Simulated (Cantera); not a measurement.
A closed system holds: 1 mol Si, 1.4 mol Cl2, 20 mol H2, at 2900000 Pa.

Method: chemical equilibrium by Gibbs-energy minimisation in Cantera with the NASA 1993 tables (ideal gas, pure condensed phases). Candidate condensed phases: Si; 19 gas species. Rates play no part. All values below are at 525 K.

Base state: H2 0.957, SiHCl3 0.0297, SiCl4 0.0102, SiH2Cl2 0.00331, SiH3Cl 6.56e-5 (mole fractions); condensed: Si(s).

Q: What changes in the equilibrium state with this change: Cl2 from 1.4 to 0.58 mol?

A: 
| species | before | after |
|---|---|---|
| H2 | 0.957 | 0.981 |
| SiHCl3 | 0.0297 | 0.0133 |
| SiCl4 | 0.0102 | 0.00342 |
| SiH2Cl2 | 0.00331 | 0.00197 |
| SiH3Cl | 6.56e-5 | 5.18e-5 |
| Si(s), mol | 0.113 | 0.622 |
